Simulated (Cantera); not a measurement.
# Roasting and sulfation: FeS₂ + H₂S + O₂

Feed: 1 mol FeS₂, 2 mol H₂S, 0.24 mol O₂, equilibrated at 1202 °C.

Equilibrium computed with Cantera from the NASA thermochemical tables; the gas is ideal and each condensed phase is pure. Candidate condensed phases: Fe, FeO, Fe(OH)₂, Fe(OH)₃, FeS, FeSO₄, FeS₂, Fe₂O₃, Fe₂(SO₄)₃, Fe₃O₄, H₂O, H₂SO₄, S; 22 gas species. FeS: taken at fixed stoichiometry. Equilibrium is a limit: real reactors are often held back by kinetics, nucleation or transport.

From 1000 Pa to 2000000 Pa the condensed part is FeS(l). The main Fe-bearing gas is Fe at 1000 Pa and Fe(OH)₂ at 2000000 Pa.

```
P (Pa)    x H₂S   x S₂    x H₂  x H₂O     x SH     x SO₂  n FeS(l)
-------  ------  -----  ------  -----  -------  --------  --------
1000     0.0937  0.397   0.362  0.139  0.00555   0.00165     1.000
2300      0.129  0.387   0.333  0.142  0.00526   0.00133     1.000
5400      0.174  0.375   0.298  0.146  0.00490   0.00112      1.00
13000     0.228  0.360   0.256  0.150  0.00445   0.00101      1.00
29000     0.280  0.345   0.215  0.154  0.00399  0.000983      1.00
68000     0.336  0.329   0.172  0.157  0.00349   0.00103      1.00
160000    0.387  0.315   0.133  0.160  0.00299   0.00115      1.00
370000    0.431  0.302  0.0992  0.163  0.00254   0.00136      1.00
860000    0.467  0.291  0.0719  0.164  0.00212   0.00170      1.00
2000000   0.496  0.282  0.0508  0.165  0.00175   0.00221      1.00
```
x: gas mole fraction; n: condensed amount in mol.
